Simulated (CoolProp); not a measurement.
The numbers come from the reference Helmholtz-energy equation of state, Thol 2015 in CoolProp.

### Question
Give the vapour pressure (kPa), liquid density (kg/m³), enthalpy of vaporisation (kJ/kg), liquid cp (kJ/(kg K)) of saturated octamethylcyclotetrasiloxane (D4) at 119.85 °C.

### Answer
```
T (°C)  p (kPa)  liquid density (kg/m³)  enthalpy of vaporisation (kJ/kg)  liquid cp (kJ/(kg K))
------  -------  ----------------------  --------------------------------  ---------------------
119.85     18.8                     839                               152                   1.86
```
